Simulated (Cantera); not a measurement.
## Low-pressure radical oxidation in H2/O2

An isothermal, constant-pressure homogeneous reactor starts with H₂ : O₂ = 0.038 : 1 (molar parts), equivalence ratio 0.019, at 1025 K and 10.5 Torr.

Detailed kinetics in Cantera: the H2/O2 subset of GRI-Mech 3.0, which has no nitrogen chemistry. Radical loss at walls, strong at low pressure, is not modelled. The temperature is held fixed by assumption; the heat of reaction is taken as removed at once.

```
t (s)         x H₂   x O₂     x HO₂       x H       x O      x OH
--------  --------  -----  --------  --------  --------  --------
5.00e-5     0.0366  0.963  3.51e-11  2.89e-11  6.97e-12  6.37e-12
0.000133    0.0366  0.963  9.33e-11  6.52e-11  4.09e-11  3.27e-11
0.000351    0.0366  0.963  2.49e-10  1.77e-10  2.39e-10  1.51e-10
0.000931    0.0366  0.963  6.86e-10   1.15e-9   2.30e-9   1.21e-9
0.00247     0.0366  0.963   5.40e-9   1.04e-7   2.23e-7   1.14e-7
0.00654     0.0203  0.953   5.60e-6   0.00490   0.00709   0.00247
0.0173    0.000438  0.948   5.03e-6   0.00326    0.0131   0.00116
0.0459    0.000143  0.957   3.57e-6  0.000640   0.00469  0.000646
0.122      2.88e-5  0.962   1.79e-6   5.85e-5  0.000975  0.000286
0.322      4.42e-6  0.962   6.20e-7   3.81e-6  0.000158  0.000115
0.854      6.93e-7  0.963   1.68e-7   2.63e-7   2.65e-5   4.73e-5
2.26       1.29e-7  0.963   4.31e-8   2.35e-8   5.29e-6   2.12e-5
6.00       2.98e-8  0.963   1.19e-8   2.82e-9   1.29e-6   1.05e-5
```
x: mole fraction; the columns are a selection and need not sum to one.

Equilibrium at this temperature and pressure: H₂ 5.85e-11, O₂ 0.963, HO₂ 9.05e-10, H <1e-12, O 2.75e-9, OH 4.83e-7 (gas phase only).
